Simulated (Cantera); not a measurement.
## Equilibrium for calcination and drying: MgSO4 + H2O

Charge: 1 mol MgSO4, 3.1 mol H2O, held at 82.5 Torr.

These are equilibrium values from Cantera (NASA tables, ideal gas, pure condensed phases), not measurements of a reactor. Candidate condensed phases: H2O, H2SO4, Mg, MgO, Mg(OH)2, MgS, MgSO4, S; 26 gas species. Mutual solubility and eutectic melting of coexisting phases are not modelled. Kinetics and transport are ignored.

| T (°C) | log p H2O | log p SO2 | log p O2 | log p SO3 | log p OH | log p H2SO4 | n MgSO4(s) | n MgO(s) |
|---|---|---|---|---|---|---|---|---|
| 325 | -0.96 | <-12 | -11.32 | <-12 | <-12 | <-12 | 1.00 | 0 |
| 425 | -0.96 | -9.32 | -9.61 | -11.65 | -12.82 | -12.89 | 1.00 | 0 |
| 525 | -0.96 | -6.93 | -7.23 | -8.99 | -10.70 | -11.11 | 1.000 | 0 |
| 625 | -0.96 | -5.09 | -5.39 | -6.95 | -9.06 | -9.74 | 1.000 | 0.000233 |
| 725 | -0.96 | -3.63 | -3.93 | -5.32 | -7.75 | -8.64 | 0.993 | 0.00683 |
| 825 | -0.98 | -2.44 | -2.74 | -4.00 | -6.69 | -7.77 | 0.889 | 0.111 |
| 925 | -1.13 | -1.63 | -1.93 | -3.18 | -5.91 | -7.44 | 0 | 1.00 |
log p: log10 of the partial pressure in bar; n: condensed amount in mol.

From 325 °C to 525 °C the condensed part is MgSO4(s). From 625 °C to 825 °C the condensed part is MgO(s) + MgSO4(s). At 925 °C the condensed part is MgO(s).
